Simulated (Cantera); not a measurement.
A perfectly stirred reactor is fed with 0.270 % CH3OH, 3.19 % O2, 96.5 % N2, at 5.03 atm; it is held at 1200 K, and followed from long to short residence time.

Model: GRI-Mech 3.0 (53 species, 325 reactions), integrated in Cantera. GRI-Mech 3.0 was tuned for natural gas; its chemistry of methanol as a main component is partial and can be far from experiment.

One state of this run: x CH3OH = 0.000443; x O2 = 0.0296; x CH3 = 9.87e-10; x HCN = <1e-12; x H2 = 0.000368. x: mole fraction; the columns are a selection and need not sum to one.

**Question.** Which value of τ (s) does it belong to?
A) 0.0049
B) 0.20
C) 27
D) 2.3

**Answer.** A, 0.0049
